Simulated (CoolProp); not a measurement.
100 sccm (0 °C, 1 atm) of nitrogen bubbles through liquid tetrahydrofuran at 288.9 K and leaves saturated at a total pressure of 0.15 MPa (ideal gas phase). Each further row changes one setting.

Model: reference Helmholtz-energy equation of state, Fiedler 2023, in CoolProp.

```csv
case,vapour pressure (kPa),mole fraction of vapour,delivery (mg/min),delivery (sccm),change of delivery for a bath 1 K warmer (%)
as stated,14.2,0.0946,33.6,10.5,5.4
bath temperature 293.9 K,17.9,0.119,43.6,13.5,5.3
total pressure 0.3 MPa,14.2,0.0473,16.0,4.97,5.1
```
